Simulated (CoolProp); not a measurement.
A single-stage vapour-compression cycle with the fluid: evaporating at 239.15 K (dew point), condensing at 263.15 K (bubble point), superheat 2 K, subcooling 0 K, compressor efficiency 0.9, no pressure losses. The same conditions are run with several fluids, on thermodynamics alone (safety and materials aside).

Computed with CoolProp (reference Helmholtz-energy equation of state of each fluid (propylene: Lemmon 2013; ammonia: Gao 2020; fluoroethane (R161): Wu 2012; chlorine: Thol 2021; R21: Platzer 1990; C2F6 (R116): Lemmon 2006)). The equations of Platzer and Polt are older, rougher fits.

```
fluid                cooling COP  pressure ratio  discharge temperature (K)  refrigerating effect (kJ/kg)  volumetric capacity (kJ/m³)
-------------------  -----------  --------------  -------------------------  ----------------------------  ---------------------------
propylene                   8.14            2.37                      278.2                           371                         1490
ammonia                     8.02            2.97                      317.9                          1270                         1080
fluoroethane (R161)          ___             ___                        ___                           375                         1110
chlorine                    8.08            2.59                        ___                           265                          ___
R21                         8.31            3.39                      293.2                           238                          167
C2F6 (R116)                 6.87            2.10                      265.9                          67.5                         3710
```

**Question.** What belongs in the gaps?

**Answer.** 
- fluoroethane (R161), cooling COP: 8.19
- fluoroethane (R161), pressure ratio: 2.60
- fluoroethane (R161), discharge temperature (K): 285.4
- chlorine, discharge temperature (K): 312.8
- chlorine, volumetric capacity (kJ/m³): 973
